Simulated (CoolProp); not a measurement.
Properties of nitrogen along the isobar 2900 kPa (Tc = -147.0 °C, pc = 3396 kPa, ω = 0.037).

Values from CoolProp's reference Helmholtz-energy equation of state, Span 2000.

| T (°C) | phase | speed of sound (m/s) | Joule-Thomson coefficient (K/MPa) | isothermal compressibility (1/MPa) |
|---|---|---|---|---|
| -180.45 | liquid | 721.5 | -0.2319 | 0.005394 |
| -151.65 | liquid | 309.1 | [?] | 0.09396 |
| -122.85 | gas | 232.3 | [?] | [?] |
| -94.15 | gas | 265.8 | 5.246 | 0.3795 |
| -65.35 | gas | 292.4 | [?] | 0.3620 |
| -36.65 | gas | 315.2 | [?] | 0.3535 |
| -7.85 | gas | 335.8 | 2.482 | 0.3487 |
| 20.85 | gas | 354.6 | 1.998 | 0.3458 |
| 49.65 | gas | [?] | 1.613 | 0.3439 |
| 78.35 | gas | 388.7 | 1.302 | 0.3427 |
| 107.15 | gas | [?] | 1.044 | 0.3419 |

Complete the blanks.


- -151.65, Joule-Thomson coefficient (K/MPa): 1.516
- -122.85, Joule-Thomson coefficient (K/MPa): 7.286
- -122.85, isothermal compressibility (1/MPa): 0.4283
- -65.35, Joule-Thomson coefficient (K/MPa): 3.981
- -36.65, Joule-Thomson coefficient (K/MPa): 3.117
- 49.65, speed of sound (m/s): 372.2
- 107.15, speed of sound (m/s): 404.3
